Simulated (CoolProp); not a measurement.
Vapour-liquid equilibrium of carbon dioxide (1) + propylene (2) at 266.5 K; x and y are mole fractions of (1).

Computed with CoolProp (multi-fluid Helmholtz-energy mixture model, Span 1996 and Lemmon 2013; pair parameters Bell 2016).

Give the bubble pressure and the first vapour's composition at x = 0.05, 0.35, 0.95. Is there an azeotrope?

x = 0.05: 667.1 kPa, y = 0.291; x = 0.35: 1601 kPa, y = 0.742; x = 0.95: 2810 kPa, y = 0.975. No azeotrope shows between x = 0.05 and 0.95.

The pair parameters rest on a limited set of measurements; away from them the model extrapolates.
